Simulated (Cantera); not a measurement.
A perfectly stirred reactor is fed with H₂ : O₂ : N₂ = 1 : 0.588 : 2.21 (molar parts), equivalence ratio 0.85, at 4.93 atm; it is adiabatic with a 698 K inlet, and is followed from long to short residence time, starting on the burning branch (τ in s: 0.42, 0.12, 0.034, 0.0098, 0.0028, 0.00081, 0.00023, 6.6e-05, 1.9e-05, 5.4e-06).

Computed with Cantera and GRI-Mech 3.0 (53 species, 325 reactions). The hydrogen kinetics of GRI-Mech 3.0 are dated; newer H2 mechanisms differ, most at raised pressure.

x: mole fraction; the columns are a selection and need not sum to one.

```json
[
 {"τ (s)": "0.42", "T (K)": "2515", "x H₂": "0.00553", "x O₂": "0.0229", "x OH": "0.00996", "x O": "0.00106", "x NO": "0.00711", "x H": "0.000902"},
 {"τ (s)": "0.12", "T (K)": "2515", "x H₂": "0.00554", "x O₂": "0.0230", "x OH": "0.00998", "x O": "0.00107", "x NO": "0.00696", "x H": "0.000905"},
 {"τ (s)": "0.034", "T (K)": "2516", "x H₂": "0.00557", "x O₂": "0.0232", "x OH": "0.0101", "x O": "0.00108", "x NO": "0.00646", "x H": "0.000917"},
 {"τ (s)": "0.0098", "T (K)": "2517", "x H₂": "0.00569", "x O₂": "0.0239", "x OH": "0.0103", "x O": "0.00113", "x NO": "?", "x H": "0.000954"},
 {"τ (s)": "0.0028", "T (K)": "2515", "x H₂": "0.00609", "x O₂": "0.0250", "x OH": "0.0107", "x O": "0.00125", "x NO": "?", "x H": "0.00107"},
 {"τ (s)": "0.00081", "T (K)": "2503", "x H₂": "0.00737", "x O₂": "0.0262", "x OH": "0.0117", "x O": "0.00153", "x NO": "?", "x H": "0.00144"},
 {"τ (s)": "0.00023", "T (K)": "2459", "x H₂": "0.0109", "x O₂": "0.0276", "x OH": "0.0138", "x O": "0.00230", "x NO": "?", "x H": "0.00267"},
 {"τ (s)": "6.6e-5", "T (K)": "2362", "x H₂": "0.0180", "x O₂": "0.0303", "x OH": "0.0167", "x O": "0.00412", "x NO": "?", "x H": "0.00623"},
 {"τ (s)": "1.9e-5", "T (K)": "2198", "x H₂": "0.0280", "x O₂": "0.0349", "x OH": "0.0188", "x O": "0.00728", "x NO": "?", "x H": "0.0142"},
 {"τ (s)": "5.4e-6", "T (K)": "1966", "x H₂": "0.0407", "x O₂": "0.0427", "x OH": "0.0175", "x O": "0.0110", "x NO": "?", "x H": "0.0279"}
]
```

Question: Fill in the missing entries.

Answer: 
- 0.0098, x NO: 0.00517
- 0.0028, x NO: 0.00299
- 0.00081, x NO: 0.00126
- 0.00023, x NO: 0.000481
- 6.6e-5, x NO: 0.000187
- 1.9e-5, x NO: 8.77e-5
- 5.4e-6, x NO: 5.11e-5
